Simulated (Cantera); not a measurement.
Charge: 1 mol FeS2, 12 mol H2, 5.6 mol N2, held at 802 °C and 37.0 mbar.

These are equilibrium values from Cantera (NASA tables, ideal gas, pure condensed phases), not measurements of a reactor. Candidate condensed phases: Fe, FeS, FeS2, S; 16 gas species. FeS: taken at fixed stoichiometry. Kinetics and transport are ignored.

Base state: H2 0.625, N2 0.318, H2S 0.0567, S2 5.46e-5 (mole fractions); condensed: FeS(s).

### Question
What changes in the equilibrium state with this change: H2 from 12 to 0.69 mol?

### Answer
```json
[
 {"species": "N2", "before": "0.318", "after": "0.856"},
 {"species": "H2S", "before": "0.0567", "after": "0.0746"},
 {"species": "S2", "before": "5.46e-5", "after": "0.0390"},
 {"species": "H2", "before": "0.625", "after": "0.0308"},
 {"species": "SH", "before": "8.95e-6", "after": "5.31e-5"},
 {"species": "FeS(s), mol", "before": "1.00", "after": "1.00"}
]
```
Gases not in the tables: S3 to S7.
